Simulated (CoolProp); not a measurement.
Properties of R236EA at several states.

Model: reference Helmholtz-energy equation of state, Rui 2013, in CoolProp.

```json
[
 {"T (°C)": "49.15", "p (kPa)": "1510", "phase": "liquid", "Z": "0.06340", "speed of sound (m/s)": "…", "Joule-Thomson coefficient (K/MPa)": "…", "isothermal compressibility (1/MPa)": "…"},
 {"T (°C)": "130.85", "p (kPa)": "118", "phase": "gas", "Z": "0.9871", "speed of sound (m/s)": "151.2", "Joule-Thomson coefficient (K/MPa)": "…", "isothermal compressibility (1/MPa)": "8.587"},
 {"T (°C)": "69.95", "p (kPa)": "58.1", "phase": "gas", "Z": "0.9885", "speed of sound (m/s)": "139.9", "Joule-Thomson coefficient (K/MPa)": "…", "isothermal compressibility (1/MPa)": "17.41"},
 {"T (°C)": "32.85", "p (kPa)": "11", "phase": "gas", "Z": "0.9967", "speed of sound (m/s)": "…", "Joule-Thomson coefficient (K/MPa)": "…", "isothermal compressibility (1/MPa)": "91.21"}
]
```

**Question.** Some entries are withheld; supply them.

**Answer.** 
- 49.15, speed of sound (m/s): 499.6
- 49.15, Joule-Thomson coefficient (K/MPa): -0.08983
- 49.15, isothermal compressibility (1/MPa): 0.004219
- 130.85, Joule-Thomson coefficient (K/MPa): 8.845
- 69.95, Joule-Thomson coefficient (K/MPa): 14.74
- 32.85, speed of sound (m/s): 133.3
- 32.85, Joule-Thomson coefficient (K/MPa): 21.25
